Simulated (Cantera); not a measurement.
A Cantera script and its output.

```python
import numpy as np
import cantera as ct

gas = ct.Solution("h2o2.yaml")
gas.TPX = 1323, 1333, {'H2': 0.11, 'O2': 1}
reactor = ct.IdealGasConstPressureReactor(gas, energy="off", clone=False)
net = ct.ReactorNet([reactor])
net.rtol, net.atol = 1e-08, 1e-18
show = ['H2', 'O2', 'OH', 'O', 'H2O2']
times = np.geomspace(9e-05, 80, 15)

steps = ct.SolutionArray(gas, extra=["t"])
rows = []
print(f"{'t/s':>10s}{'T/K':>9s}{'P/Pa':>11s}" + "".join(f"{s:>11s}" for s in show))
for t in times:
    while net.time < t:
        t_next = net.step()
        steps.append(gas.state, t=t_next)
    rows.append([np.interp(t, steps.t, y) for y in (steps.T, steps.P, *steps(*show).X.T)])
    print(f"{t:10.3e}{rows[-1][0]:9.1f}{rows[-1][1]:11.4g}" + "".join(f"{x:11.3e}" for x in rows[-1][2:]))
rate = np.gradient(steps.T, steps.t)
print("integrator steps:", len(steps.t))
if steps.T.max() > steps.T[0] + 200:
    print(f"time of steepest temperature rise: {steps.t[rate.argmax()]:.4e} s")
gas.TPX = 1323, 1333, {'H2': 0.11, 'O2': 1}
gas.equilibrate("TP")
print(f"equilibrium (TP): T = {gas.T:.1f} K  " + "  ".join(f"{s} {gas[s].X[0]:.3e}" for s in show))
```

It prints:

```
       t/s      T/K       P/Pa         H2         O2         OH          O       H2O2
 9.000e-05   1323.0       1333  9.910e-02  9.009e-01  4.620e-08  5.855e-08  5.794e-11
 2.394e-04   1323.0       1333  9.910e-02  9.009e-01  6.285e-07  8.425e-07  4.029e-10
 6.369e-04   1323.0       1333  9.813e-02  9.002e-01  2.875e-04  3.892e-04  3.573e-09
 1.694e-03   1323.0       1333  3.168e-03  8.284e-01  8.919e-03  5.743e-02  1.383e-07
 4.507e-03   1323.0       1333  2.680e-03  8.335e-01  8.326e-03  5.363e-02  1.317e-07
 1.199e-02   1323.0       1333  2.208e-03  8.464e-01  7.611e-03  4.266e-02  1.344e-07
 3.190e-02   1323.0       1333  1.322e-03  8.676e-01  5.955e-03  2.430e-02  1.300e-07
 8.485e-02   1323.0       1333  4.355e-04  8.864e-01  3.450e-03  7.724e-03  9.743e-08
 2.257e-01   1323.0       1333  8.401e-05  8.936e-01  1.522e-03  1.472e-03  4.910e-08
 6.005e-01   1323.0       1333  1.457e-05  8.952e-01  6.356e-04  2.549e-04  1.934e-08
 1.597e+00   1323.0       1333  2.966e-06  8.955e-01  2.875e-04  5.202e-05  7.067e-09
 4.249e+00   1323.0       1333  7.443e-07  8.957e-01  1.442e-04  1.308e-05  2.611e-09
 1.130e+01   1323.0       1333  2.388e-07  8.957e-01  8.179e-05  4.206e-06  1.125e-09
 3.007e+01   1323.0       1333  1.321e-07  8.957e-01  6.086e-05  2.329e-06  7.681e-10
 8.000e+01   1323.0       1333  1.245e-07  8.957e-01  5.908e-05  2.195e-06  7.428e-10
integrator steps: 2019
equilibrium (TP): T = 1323.0 K  H2 1.245e-07  O2 8.957e-01  OH 5.908e-05  O 2.195e-06  H2O2 7.427e-10
```

Model: the H2/O2 subset of GRI-Mech 3.0, which has no nitrogen chemistry, integrated in Cantera. Radical loss at walls, strong at low pressure, is not modelled. The temperature is held fixed by assumption; the heat of reaction is taken as removed at once.
